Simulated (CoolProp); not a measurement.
Saturated liquid density (kg/m³) of R1234ze(Z): the reference equation beside estimates from Tc = 150.1 °C, pc = 3.531 MPa, ω = 0.327. Rackett uses Z = 0.29056 − 0.08775 ω.

The numbers come from the reference Helmholtz-energy equation of state, Akasaka 2019 in CoolProp.

| T (°C) | reference | Rackett | van der Waals | Redlich-Kwong | Soave-Redlich-Kwong | Peng-Robinson |
|---|---|---|---|---|---|---|
| 9.05 | 1266 | 1163 | 671.4 | 979.2 | 1027 | 1162 |
| 20.85 | 1236 | 1135 | 656.1 | 952.2 | 1002 | 1134 |
| 32.55 | 1204 | 1106 | 640.1 | 923.7 | 975.3 | 1105 |
| 44.35 | 1171 | 1076 | 623.0 | 893.2 | 945.9 | 1072 |
| 56.05 | 1136 | 1045 | 605.0 | 860.9 | 914.1 | 1037 |
| 67.85 | 1099 | 1011 | 585.6 | 825.9 | 879.0 | 997.6 |
| 79.55 | 1059 | 975.3 | 564.8 | 788.5 | 840.6 | 954.2 |
| 91.35 | 1015 | 936.2 | 541.9 | 747.2 | 797.5 | 905.1 |
| 103.05 | 967.4 | 893.4 | 516.7 | 702.0 | 749.3 | 849.7 |

Absolute difference from the reference over all 9 rows, mean and median: Rackett 8.0 and 8.0 %, van der Waals 46.8 and 46.7 %, Redlich-Kwong 24.6 and 24.2 %, Soave-Redlich-Kwong 20.0 and 19.5 %, Peng-Robinson 9.3 and 8.7 %.
